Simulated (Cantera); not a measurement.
A perfectly stirred reactor is fed with CH2O : O2 : N2 = 0.005 : 0.043 : 1 (molar parts), equivalence ratio 0.12, at 4.20 bar; it is held at 1125 K, and followed from long to short residence time.

Computed with Cantera and GRI-Mech 3.0 (53 species, 325 reactions).

Problem. Predict: x(CH2O) at τ = 14.0 s; x(O2) at τ = 14.0 s; x(NO2) at τ = 14.0 s; x(CH2O) at τ = 0.210 s; x(O2) at τ = 0.210 s.

Solution. 
| Item | Value |
|---|---|
| x(CH2O) at τ = 14.0 s | 2.99e-6 |
| x(O2) at τ = 14.0 s | 0.0364 |
| x(NO2) at τ = 14.0 s | 2.32e-8 |
| x(CH2O) at τ = 0.210 s | 5.13e-5 |
| x(O2) at τ = 0.210 s | 0.0372 |
